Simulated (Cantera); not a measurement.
Equilibrium for carbon deposition, reforming and gasification: acetone + H2O + H2 + CO2

Input: 1 mol acetone, 0.4 mol H2O, 14 mol H2, 0.43 mol CO2, equilibrated at 10.0 mbar.

Cantera equilibrium calculation (NASA polynomials, part measured and part estimated; ideal gas, pure solids and liquids). Candidate condensed phases: C, C6H6, C7H8, C8H18, H2O; 110 gas species. The feed counts by its element totals alone. The numbers say what is thermodynamically allowed, not how fast it happens.

From 377 °C to 1977 °C the condensed part is C(graphite). The main C-bearing gas is CH4 at 377 °C and CO at 1977 °C. The share of C in condensed phases is highest at 577 °C (36.4 %) and lowest at 377 °C (28.0 %).

```tsv
T (°C)	x H2	x CH4	x CO	x H2O	x H	x CO2	n C(graphite)
377	0.730	0.139	0.00596	0.111	<1e-12	0.0141	0.960
577	0.881	0.00483	0.105	0.00654	1.92e-10	0.00239	1.25
777	0.885	0.000448	0.115	0.000184	7.63e-8	2.82e-5	1.17
977	0.885	8.61e-5	0.115	1.53e-5	4.55e-6	1.27e-6	1.17
1177	0.885	2.59e-5	0.115	2.54e-6	8.90e-5	1.39e-7	1.17
1377	0.884	1.04e-5	0.115	6.54e-7	0.000854	2.64e-8	1.17
1577	0.880	5.07e-6	0.115	2.26e-7	0.00505	7.33e-9	1.16
1777	0.864	2.79e-6	0.114	9.49e-8	0.0211	2.62e-9	1.13
1977	0.819	1.59e-6	0.111	4.43e-8	0.0672	1.10e-9	1.06
```
x: gas mole fraction; n: condensed amount in mol.
